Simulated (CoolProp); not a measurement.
Model: reference Helmholtz-energy equation of state, Lemmon 2006, in CoolProp. It is a short technical equation, of lower accuracy than the large ones.

**Question.** Give the vapour pressure (bar), vapour density (kg/m³) of saturated acetone at 420.8, 446.9, 499.3 K.

**Answer.** 
```csv
T (K),p (bar),vapour density (kg/m³)
420.8,10.9,23.3
446.9,17.8,40.0
499.3,41.2,139
```
